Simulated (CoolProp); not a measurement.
Vapour-liquid equilibrium of CHF3 (R23) (1) + n-butane (2) at 269.3 K; x and y are mole fractions of (1).

The numbers come from the multi-fluid Helmholtz-energy mixture model, Penoncello 2003 and Bücker 2006; pair parameters Bell 2016 in CoolProp.

Give the bubble pressure and the first vapour's composition at x = 0.05, 0.15, 0.45. Is there an azeotrope?

x = 0.05: 0.4540 MPa, y = 0.793; x = 0.15: 1.040 MPa, y = 0.902; x = 0.45: 1.725 MPa, y = 0.936. No azeotrope shows between x = 0.05 and 0.95.

The pair parameters rest on a limited set of measurements; away from them the model extrapolates. With so large a gap from Raoult's law the liquid may split in two, which this calculation doesn't test in full.
